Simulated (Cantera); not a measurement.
Input: 1 mol Si, 5.4 mol NF3, 0.1 mol H2, equilibrated at 927 °C and 8.25 Torr.

Cantera equilibrium calculation (NASA polynomials, part measured and part estimated; ideal gas, pure solids and liquids). Candidate condensed phases: Si, Si3N4; 37 gas species. Kinetics and transport are ignored.

Base state: F 0.727, N2 0.174, SiF4 0.0643, F2 0.0220, HF 0.0129 (mole fractions); condensed: gas only.

Q: What changes in the equilibrium state with this change: temperature from 927 °C to 1277 °C?

A: 
```csv
species,before,after
F,0.727,0.754
N2,0.174,0.170
SiF4,0.0643,0.0629
F2,0.0220,0.000546
HF,0.0129,0.0126
```
